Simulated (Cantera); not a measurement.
**Reactions in the system Cu-F-O**

Standard-state values (1 bar) from the NASA 1993 polynomials, evaluated with Cantera. Values are per mole of reaction as written; species without (g) are pure solids or liquids, kept so even where they would boil at 1 bar.

8 F(g) + 2 Cu₂O → O₂(g) + 4 CuF₂

| T (K) | ΔH° (kJ) | ΔS° (J/K) | ΔG° (kJ) | log10 K | condensed phases |
|---|---|---|---|---|---|
| 300 | -2449.4 | -940.0 | -2167.4 | 377.37 | Cu₂O(s), CuF₂(s) |
| 1325 | -2175.4 | -683.2 | -1270.2 | 50.07 | Cu₂O(s), CuF₂(l) |
| 1400 | -2168.9 | -678.4 | -1219.1 | 45.48 | Cu₂O(s), CuF₂(l) |
| 1475 | -2162.8 | -674.2 | -1168.4 | 41.38 | Cu₂O(s), CuF₂(l) |
| 1550 | -2286.7 | -755.9 | -1115.1 | 37.58 | Cu₂O(l), CuF₂(l) |
| 1625 | -2281.4 | -752.5 | -1058.6 | 34.03 | Cu₂O(l), CuF₂(l) |
| 1700 | -2276.1 | -749.3 | -1002.2 | 30.79 | Cu₂O(l), CuF₂(l) |
| 1775 | -2270.8 | -746.2 | -946.2 | 27.84 | Cu₂O(l), CuF₂(l) |
